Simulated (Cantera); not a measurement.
A closed system holds: 1 mol SiH₄, 0.21 mol N₂, 35 mol H₂, 0.49 mol NH₃, held at 0.00133 bar.

Equilibrium computed with Cantera from the NASA thermochemical tables; the gas is ideal and each condensed phase is pure. Candidate condensed phases: Si, Si₃N₄; 18 gas species. Equilibrium is a limit: real reactors are often held back by kinetics, nucleation or transport.

Q: At 1448 K, list the 3 most abundant gas species with their mole fractions, and the condensed phases.

A: H₂ 0.988, N₂ 0.0119, H 0.000251. Condensed: Si(s).
